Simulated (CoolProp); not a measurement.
The numbers come from the reference Helmholtz-energy equation of state, Gao 2022 in CoolProp.

For n-perfluorobutane, give the phase and the cv (kJ/(kg K)), speed of sound (m/s), Joule-Thomson coefficient (K/MPa) at -0.45 °C and 13.2 kPa; -0.45 °C and 25 kPa.


- -0.45 °C and 13.2 kPa: gas; cv 0.794, speed of sound 99.2, Joule-Thomson coefficient 16.5
- -0.45 °C and 25 kPa: gas; cv 0.795, speed of sound 98.7, Joule-Thomson coefficient 16.7
